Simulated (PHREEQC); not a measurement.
# Copper plating or etch bath (model solution)

A solution holds 0.012 mol/kgw CuSO4 and 0.00022 mol/kgw MnSO4, at 67 °C. Closed to the air; pH follows from the charge balance.

All values are PHREEQC results (ion-association model, phreeqc.dat), not measurements.

Precipitation was switched off in this run.

Q: Predict the pH, specific conductance, ionic strength.

A: pH 4.45; specific conductance 3580 µS/cm; ionic strength 0.0319 mol/kgw.

Q: In which forms is Cu present?

A: Cu+2 65 %, CuSO4 34 %, Cu2(OH)2+2 0.7 % of the Cu.

Constants without temperature data keep their 25 °C values here.
